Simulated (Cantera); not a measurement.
**Equilibrium for fluorocarbon and chlorocarbon gases: CF₄ + HCl**

Feed: 1 mol CF₄, a varied amount of HCl, held at 2325 °C and 15.0 Pa.

Method: chemical equilibrium by Gibbs-energy minimisation in Cantera with the NASA 1993 tables (ideal gas, pure condensed phases). Candidate condensed phases: C, C₆H₆, C₇H₈, C₈H₁₈; 118 gas species. The numbers say what is thermodynamically allowed, not how fast it happens.

From 0.11 mol HCl to 1.2 mol HCl the condensed part is C(graphite). The main C-bearing gas is C₃ throughout.

```csv
n(HCl) (mol),x F,x Cl,x HF,x CF,x C₃,x H,n C(graphite)
0.11,0.882,0.0264,0.0256,0.0385,0.0143,0.000750,0.602
0.21,0.839,0.0491,0.0476,0.0366,0.0143,0.00147,0.603
0.3,0.802,0.0686,0.0665,0.0350,0.0143,0.00214,0.603
0.39,0.767,0.0872,0.0844,0.0335,0.0143,0.00284,0.603
0.49,0.730,0.107,0.103,0.0318,0.0143,0.00366,0.603
0.58,0.697,0.124,0.120,0.0304,0.0143,0.00443,0.603
0.67,0.666,0.140,0.135,0.0291,0.0143,0.00523,0.603
0.76,0.637,0.156,0.150,0.0278,0.0143,0.00608,0.603
0.86,0.605,0.173,0.166,0.0264,0.0143,0.00706,0.603
0.95,0.578,0.187,0.179,0.0252,0.0143,0.00799,0.602
1,0.563,0.195,0.186,0.0246,0.0143,0.00853,0.602
1.1,0.535,0.210,0.200,0.0233,0.0143,0.00965,0.601
1.2,0.508,0.224,0.213,0.0221,0.0143,0.0108,0.601
```
x: gas mole fraction; n: condensed amount in mol.
